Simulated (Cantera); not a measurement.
A diamond (100) surface in a fixed gas of H2 with x(CH4) = 0.0072, x(H) = 0.00022, at 1025 K, 0.0200 bar; coverages are run to steady state.

Model: the Harris–Goodwin 1993 mechanism for the reconstructed diamond (100) surface, integrated in Cantera.

One state of this run: growth (µm/h) = 0.00529; θ c6HH = 0.596; θ c6H* = 0.0196; θ c6*H = 0.375; θ c6** = 0.00775; θ c6HM = 0.000930. θ: site fractions in the mechanism's names (c6HH fully hydrogenated, c6H* and c6*H radical sites, c6** diradical, c6HM methylated).

Question: Which value of x(CH3) does it belong to?
A. 0.00018
B. 2.4e-06
C. 7.7e-05
D. 1.4e-05

Answer: B, 2.4e-06
